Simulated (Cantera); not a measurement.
Equilibrium for sublimation and decomposition of ceramics: SiC + C + H₂

Feed: 1 mol SiC, 0.27 mol C, 3.5 mol H₂, equilibrated at 0.0133 bar.

Cantera equilibrium calculation (NASA polynomials, part measured and part estimated; ideal gas, pure solids and liquids). Candidate condensed phases: C, C₆H₆, C₇H₈, C₈H₁₈, Si, SiC; 99 gas species. Ions and electrons are included (thermal ionisation). Gases not in the tables: Si₂H₆ and higher silanes. Equilibrium is a limit: real reactors are often held back by kinetics, nucleation or transport.

From 2000 K to 2500 K the condensed part is C(graphite) + SiC(s). From 3000 K to 5000 K nothing is condensed. The main Si-bearing gas is Si throughout.

```json
[
 {"T (K)": "2000", "x H₂": "0.985", "x H": "0.0140", "x C": "2.28e-9", "x Si": "0.000179", "x SiC₂": "7.41e-6", "x C₃": "2.08e-9", "x Si₂C": "4.91e-6", "x C₂": "1.76e-10", "n C(graphite)": "0.265", "n SiC(s)": "0.999"},
 {"T (K)": "2500", "x H₂": "0.689", "x H": "0.181", "x C": "1.25e-5", "x Si": "0.0853", "x SiC₂": "0.0221", "x C₃": "3.73e-5", "x Si₂C": "0.0122", "x C₂": "3.44e-6", "n C(graphite)": "0.552", "n SiC(s)": "0.399"},
 {"T (K)": "3000", "x H₂": "0.203", "x H": "0.616", "x C": "0.00321", "x Si": "0.0918", "x SiC₂": "0.0552", "x C₃": "0.0141", "x Si₂C": "0.000574", "x C₂": "0.00170", "n C(graphite)": "0", "n SiC(s)": "0"},
 {"T (K)": "3500", "x H₂": "0.0232", "x H": "0.779", "x C": "0.0463", "x Si": "0.109", "x SiC₂": "0.00893", "x C₃": "0.0197", "x Si₂C": "2.23e-5", "x C₂": "0.0106", "n C(graphite)": "0", "n SiC(s)": "0"},
 {"T (K)": "4000", "x H₂": "0.00301", "x H": "0.757", "x C": "0.123", "x Si": "0.108", "x SiC₂": "0.000259", "x C₃": "0.00116", "x Si₂C": "5.44e-7", "x C₂": "0.00541", "n C(graphite)": "0", "n SiC(s)": "0"},
 {"T (K)": "4500", "x H₂": "0.000633", "x H": "0.754", "x C": "0.135", "x Si": "0.106", "x SiC₂": "4.28e-6", "x C₃": "1.72e-5", "x Si₂C": "1.51e-8", "x C₂": "0.000838", "n C(graphite)": "0", "n SiC(s)": "0"},
 {"T (K)": "5000", "x H₂": "0.000182", "x H": "0.751", "x C": "0.136", "x Si": "0.102", "x SiC₂": "1.38e-7", "x C₃": "4.83e-7", "x Si₂C": "7.65e-10", "x C₂": "0.000164", "n C(graphite)": "0", "n SiC(s)": "0"}
]
```
x: gas mole fraction; n: condensed amount in mol.
